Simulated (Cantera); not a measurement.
**Cu₂O + CO + H₂ + CH₄ (carbothermic reduction)**

A closed system holds: 1 mol Cu₂O, 1.5 mol CO, 0.21 mol H₂, 0.43 mol CH₄, held at 0.133 bar.

These are equilibrium values from Cantera (NASA tables, ideal gas, pure condensed phases), not measurements of a reactor. Candidate condensed phases: C, C₆H₆, C₇H₈, C₈H₁₈, Cu, CuO, Cu(OH)₂, Cu₂O, H₂O; 113 gas species. Kinetics and transport are ignored.

```csv
T (K),x CO,x H₂,x CO₂,x H₂O,x Cu,x CH₄,x H,x OH,n Cu(s),n Cu(l)
998,0.508,0.301,0.135,0.0553,1.08e-10,0.000178,3.23e-9,1.29e-12,2.00,0
1098,0.521,0.289,0.122,0.0680,4.18e-9,1.10e-5,3.64e-8,3.77e-11,2.00,0
1198,0.532,0.278,0.111,0.0790,8.71e-8,1.09e-6,2.74e-7,6.17e-10,2.00,0
1298,0.542,0.268,0.102,0.0883,1.13e-6,1.56e-7,1.52e-6,6.48e-9,2.00,0
1398,0.550,0.260,0.0938,0.0962,9.73e-6,2.97e-8,6.61e-6,4.82e-8,0,2.00
1498,0.556,0.254,0.0872,0.103,5.96e-5,7.12e-9,2.37e-5,2.72e-7,0,2.00
1598,0.561,0.248,0.0817,0.108,0.000290,2.06e-9,7.26e-5,1.23e-6,0,2.00
```
x: gas mole fraction; n: condensed amount in mol.

From 998 K to 1298 K the condensed part is Cu(s). From 1398 K to 1598 K the condensed part is Cu(l).
